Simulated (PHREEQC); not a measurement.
Dissolve 0.27 mol ZnSO4 per kg of water at 20 °C. Closed to the air; pH follows from the charge balance.

Equilibrium calculation in PHREEQC: ion-association model, phreeqc.dat.

No solid was allowed to form.

Problem. Estimate the pH, activity of water.

Solution. pH 5.53; activity of water 0.994.

Problem. In which forms is Zn present?

Solution. Zn+2 48 %, ZnSO4 34 %, Zn(SO4)2-2 18 % of the Zn.
